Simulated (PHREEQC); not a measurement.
Consider water at 80 °C with 1.8 mmol/kgw ZnSO4, 6.5 mmol/kgw AlCl3 and 2.2 mmol/kgw Na2SO4. Closed to the air; pH follows from the charge balance.

The numbers come from PHREEQC with the ion-association model, wateq4f.dat.

Each row changes one thing in this solution. Precipitation was switched off in this run.

```csv
case,pH,ionic strength (mol/kgw),Al+3 (mol/kgw),AlSO4+ (mol/kgw),Zn+2 (mol/kgw),SO4-2 (mol/kgw),SI of Gibbsite (Al(OH)3),SI of Boehmite (AlOOH)
as made,3.19,0.0338,0.00309,0.00260,0.00140,0.00102,+0.96,+1.10
ZnSO4 from 0.0018 to 0.00198 mol/kgw,3.20,0.0338,0.00301,0.00268,0.00154,0.00108,+0.97,+1.11
ZnSO4 from 0.0018 to 0.0009 mol/kgw,3.16,0.0337,0.00354,0.00214,0.000714,0.000732,+0.91,+1.05
AlCl3 from 0.0065 to 0.0013 mol/kgw,3.67,0.0138,0.000216,0.000770,0.00132,0.00253,+1.38,+1.52
diluted 5-fold with water,[?],0.00723,0.000563,0.000382,0.000324,0.000351,+1.12,+1.26
AlCl3 from 0.0065 to 0.00585 mol/kgw,[?],0.0306,0.00259,0.00250,0.00141,0.00110,+0.99,+1.13
```

### Question
Some entries are withheld; supply them.

### Answer

- diluted 5-fold with water, pH: 3.41
- AlCl3 from 0.0065 to 0.00585 mol/kgw, pH: 3.22

Some of these states are supersaturated (in Boehmite (slow to form), Gibbsite (slow to form), for instance). Constants without temperature data keep their 25 °C values here.
